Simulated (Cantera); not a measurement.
## Carbon deposition, reforming and gasification: C3H8 + H2O + N2

Charge: 1 mol C3H8, 5.6 mol H2O, 1.1 mol N2, equilibrated at 4000000 Pa.

These are equilibrium values from Cantera (NASA tables, ideal gas, pure condensed phases), not measurements of a reactor. Candidate condensed phases: C, C6H6, C7H8, C8H18, H2O; 136 gas species. The ideal-gas law is rough above about 30 bar. Kinetics and transport are ignored.

```tsv
T (K)	log p H2	log p H2O	log p CH4	log p CO	log p N2	log p CO2
523	-0.94	1.32	1.06	-3.85	0.70	0.37
623	-0.24	1.32	1.05	-2.50	0.70	0.39
723	0.26	1.30	1.03	-1.49	0.69	0.43
823	0.62	1.25	0.99	-0.71	0.68	0.49
923	0.88	1.19	0.91	-0.09	0.65	0.53
1023	1.07	1.10	0.78	0.35	0.62	0.50
1123	1.20	1.00	0.54	0.64	0.57	0.39
1223	1.28	0.90	0.17	0.79	0.54	0.24
1323	1.32	0.84	-0.33	0.86	0.52	0.11
1423	1.33	0.83	-0.89	0.88	0.51	0.03
1523	1.33	0.83	-1.42	0.89	0.51	-0.04
1623	1.33	0.83	-1.90	0.90	0.51	-0.09
1723	1.33	0.84	-2.32	0.90	0.51	-0.13
1823	1.32	0.84	-2.70	0.91	0.51	-0.17
```
log p: log10 of the partial pressure in bar; nothing condenses.

From 523 K to 1823 K nothing is condensed. The main C-bearing gas is CH4 at 523 K and CO at 1823 K.
